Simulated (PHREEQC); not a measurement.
# Buffer: speciation

Dissolve 12 mmol/kgw NH4Cl and 3.4 mmol/kgw KOH at 75 °C. Closed to the air; pH follows from the charge balance.

Model: ion-association model, phreeqc.dat, run in PHREEQC.

Each row changes one thing in this solution. Precipitation was switched off in this run.

```
case                                          pH  ionic strength (mol/kgw)
-----------------------------------------  -----  ------------------------
as made                                     7.59                    0.0120
NH4Cl left out                             10.19                   0.00340
KOH left out                                4.98                    0.0120
KOH replaced by KHF2 at the same molality   3.61                    0.0157
temperature from 75 to 55 °C                8.06                    0.0120
```

Species that the database lacks are ignored. Constants without temperature data keep their 25 °C values here.
